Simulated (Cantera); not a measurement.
A closed system holds: 1 mol CS2, 0.072 mol H2, equilibrated at 1098 K and 22.0 Pa.

Cantera equilibrium calculation (NASA polynomials, part measured and part estimated; ideal gas, pure solids and liquids). Candidate condensed phases: C, C6H6, C7H8, C8H18, S; 83 gas species. Gases not in the tables: S3 to S7. Kinetics and transport are ignored.

Base state: CS2 0.815, S2 0.117, H2 0.0535, H2S 0.0140, SH 0.000144, CS 6.87e-5 (mole fractions); condensed: C(graphite).

Problem. What changes in the equilibrium state with this change: pressure from 22.0 Pa to 0.133 bar?

Solution. 
| species | before | after |
|---|---|---|
| CS2 | 0.815 | 0.814 |
| S2 | 0.117 | 0.117 |
| H2S | 0.0140 | 0.0599 |
| H2 | 0.0535 | 0.00928 |
| CS | 6.87e-5 | 2.79e-6 |
| SH | 0.000144 | 6.01e-5 |
| C(graphite), mol | 0.132 | 0.153 |
